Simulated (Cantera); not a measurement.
Hydrocarbon pyrolysis for carbon deposition

An isothermal, constant-pressure homogeneous reactor starts with C2H6 : N2 = 1.5 : 24 (molar parts), at 1775 K and 0.465 Torr.

Detailed kinetics in Cantera: GRI-Mech 3.0 (53 species, 325 reactions). GRI-Mech 3.0 stops at C3 and has no aromatics, soot or wall deposition, so with more carbon than oxygen in the feed, carbon stays in small species such as C2H2 where larger ones or solid carbon would form. Radical loss at walls, strong at low pressure, is not modelled.

```csv
t (s),x C2H6,x H2,x H,x C2H,x HCN,x CH2,x CH3
1.00e-6,0.0588,1.85e-11,7.30e-9,<1e-12,<1e-12,<1e-12,1.58e-5
3.16e-6,0.0588,1.83e-10,2.30e-8,<1e-12,<1e-12,<1e-12,4.99e-5
1.00e-5,0.0587,1.82e-9,7.22e-8,<1e-12,<1e-12,1.58e-11,0.000158
3.16e-5,0.0586,1.81e-8,2.30e-7,<1e-12,<1e-12,5.61e-10,0.000497
0.000100,0.0580,2.06e-7,9.59e-7,<1e-12,<1e-12,2.05e-8,0.00156
0.000316,0.0562,4.89e-6,1.02e-5,<1e-12,1.11e-12,6.67e-7,0.00482
0.00100,0.0506,0.000236,0.000176,4.26e-12,1.43e-9,1.56e-5,0.0138
0.00316,0.0316,0.00623,0.00130,7.88e-8,7.76e-7,0.000108,0.0314
0.0100,0.00254,0.0367,0.00341,6.90e-6,1.08e-5,0.000183,0.0287
0.0316,9.25e-6,0.0737,0.00197,7.54e-6,2.65e-5,5.64e-5,0.00605
0.100,1.72e-6,0.0870,0.000972,3.98e-6,3.17e-5,1.56e-5,0.00212
0.316,5.29e-7,0.0923,0.000605,2.48e-6,3.45e-5,5.65e-6,0.00103
1.00,1.80e-7,0.0958,0.000441,1.79e-6,3.67e-5,2.42e-6,0.000556
3.16,6.57e-8,0.0993,0.000425,1.70e-6,3.95e-5,1.42e-6,0.000331
10.0,1.45e-8,0.103,0.000564,2.23e-6,4.62e-5,9.39e-7,0.000163
```
x: mole fraction; the columns are a selection and need not sum to one.

Equilibrium at this temperature and pressure: C2H6 <1e-12, H2 0.103, H 0.00376, C2H 4.87e-6, HCN 0.0710, CH2 5.52e-9, CH3 1.37e-7 (gas phase only).
